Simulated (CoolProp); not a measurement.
Vapour-liquid equilibrium of n-heptane (1) + p-xylene (2) at 7.63 bar; x and y are mole fractions of (1).

The numbers come from the multi-fluid Helmholtz-energy mixture model, Span 2003 and Zhou 2012; pair parameters Bell 2016 in CoolProp.

| x | bubble temperature (°C) | y at the bubble point | dew temperature at overall composition x (°C) | liquid density (mol/L) |
|---|---|---|---|---|
| 0.05 | 229.9 | 0.100 | 232.0 | 6.033 |
| 0.125 | 224.3 | 0.231 | 228.8 | 5.976 |
| 0.2 | 219.3 | 0.341 | 225.6 | 5.914 |
| 0.275 | 214.8 | 0.436 | 222.3 | 5.847 |
| 0.35 | 210.8 | 0.519 | 218.9 | 5.779 |
| 0.425 | 207.1 | 0.593 | 215.4 | 5.708 |
| 0.5 | 203.7 | 0.660 | 211.7 | 5.636 |
| 0.575 | 200.6 | 0.720 | 208.0 | 5.563 |
| 0.65 | 197.7 | 0.776 | 204.2 | 5.490 |
| 0.725 | 194.9 | 0.828 | 200.3 | 5.417 |
| 0.8 | 192.3 | 0.878 | 196.4 | 5.345 |
| 0.875 | 189.8 | 0.925 | 192.4 | 5.274 |
| 0.95 | 187.4 | 0.971 | 188.5 | 5.203 |

No azeotrope shows between x = 0.05 and 0.95.

Pair parameters are fitted to limited data, so mixtures are less certain than the pure fluids.
